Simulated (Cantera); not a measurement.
An adiabatic, constant-volume homogeneous reactor starts with CH3OH : O2 : N2 : H2O = 1 : 0.625 : 3.44 : 0.9 (molar parts), equivalence ratio 2.4, at 1625 K and 1.01 bar. Integrator tolerance rtol = 1e-08.

Cantera simulation using GRI-Mech 3.0 (53 species, 325 reactions); the numbers are that mechanism's predictions, not measurements. GRI-Mech 3.0 was tuned for natural gas; its chemistry of methanol as a main component is partial and can be far from experiment.

### Question
What does this change do: CH3OH 1 to 1.6 parts?

### Answer
```tsv
quantity	before	after
time of steepest temperature rise	41.1 µs	36.7 µs
temperature at 0.100 s	2527 K	2269 K
equilibrium temperature	2527 K	2268 K
x(CH3OH) at 0.100 s	<1e-12 (gas-phase equilibrium <1e-12)	<1e-12 (gas-phase equilibrium <1e-12)
x(O2) at 0.100 s	8.94e-5 (gas-phase equilibrium 8.94e-5)	1.21e-6 (gas-phase equilibrium 1.21e-6)
x(H2O) at 0.100 s	0.256 (gas-phase equilibrium 0.256)	0.210 (gas-phase equilibrium 0.210)
x(H2) at 0.100 s	0.132 (gas-phase equilibrium 0.132)	0.236 (gas-phase equilibrium 0.236)
x(CH2) at 0.100 s	<1e-12 (gas-phase equilibrium 1.05e-12)	1.37e-12 (gas-phase equilibrium 1.55e-12)
```
